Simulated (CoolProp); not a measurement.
Vapour-liquid equilibrium of R125 (1) + n-butane (2) at 302 K; x and y are mole fractions of (1).

Values from CoolProp's multi-fluid Helmholtz-energy mixture model, Lemmon 2005 and Bücker 2006; pair parameters Bell 2016.

```tsv
x	bubble pressure, mixture model (bar)	bubble pressure, Raoult's law (bar)	y, mixture model	y, Raoult's law
0.05	4.705	3.362	0.414	0.226
0.125	7.045	4.299	0.611	0.443
0.2	8.769	5.236	0.692	0.582
0.275	10.02	6.173	0.736	0.678
0.35	10.94	7.110	0.764	0.750
0.425	?	8.047	0.784	0.804
0.5	12.20	8.984	0.801	0.848
0.575	12.71	9.921	0.817	0.883
0.65	13.19	10.86	0.835	0.912
0.725	13.67	11.79	0.856	0.936
0.8	?	12.73	0.882	0.957
0.875	?	13.67	0.916	0.975
0.95	15.03	14.61	?	0.991
```

**Question.** Some entries are withheld; supply them.

**Answer.** 
- 0.425, bubble pressure, mixture model (bar): 11.64
- 0.8, bubble pressure, mixture model (bar): 14.15
- 0.875, bubble pressure, mixture model (bar): 14.62
- 0.95, y, mixture model: 0.961

The largest gap from Raoult's law is +67.5 % in bubble pressure, at x = 0.2. No azeotrope shows between x = 0.05 and 0.95.

The pair parameters rest on a limited set of measurements; away from them the model extrapolates. With so large a gap from Raoult's law the liquid may split in two, which this calculation doesn't test in full.
